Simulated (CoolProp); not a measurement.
Saturation properties of n-hexane (Tc = 507.8 K, pc = 3.044 MPa, ω = 0.300).

Model: reference Helmholtz-energy equation of state, Thol 2019, in CoolProp.

| T (K) | p (MPa) | liquid cp (kJ/(kg K)) | vapour Z | surface tension (mN/m) | liquid viscosity (µPa s) | liquid conductivity (mW/(m K)) |
|---|---|---|---|---|---|---|
| 230.7 | 0.0003738 | 2.046 | 0.9993 | 25.1 | 668 | 143 |
| 246.6 | 0.001212 | 2.089 | 0.9982 | 23.4 | 533 | 137 |
| 262.4 | 0.003303 | 2.138 | 0.9961 | 21.7 | 437 | 132 |
| 278.2 | 0.007869 | 2.194 | 0.9923 | 20.0 | 366 | 126 |
| 294 | 0.01679 | 2.256 | 0.9865 | 18.3 | 310 | 121 |
| 309.9 | 0.03282 | 2.323 | 0.9780 | 16.7 | 266 | 116 |
| 325.7 | 0.05920 | 2.394 | 0.9665 | 15.0 | 230 | 112 |
| 341.5 | 0.1002 | 2.470 | 0.9516 | 13.5 | 201 | 108 |
| 357.4 | 0.1611 | 2.550 | 0.9326 | 11.9 | 176 | 104 |
| 373.2 | 0.2466 | 2.635 | 0.9096 | 10.4 | 154 | 100 |
| 389 | 0.3633 | 2.725 | 0.8821 | 8.88 | 136 | 96.6 |
| 404.8 | 0.5175 | 2.823 | 0.8496 | 7.44 | 120 | 93.3 |
| 420.7 | 0.7179 | 2.935 | 0.8113 | 6.04 | 105 | 90.1 |

It boils at 341.9 K under 1 atm.

Viscosity comes from a separate model (Michailidou 2013). Thermal conductivity comes from a separate model (Assael 2013). Surface tension comes from a separate correlation (Mulero 2012).
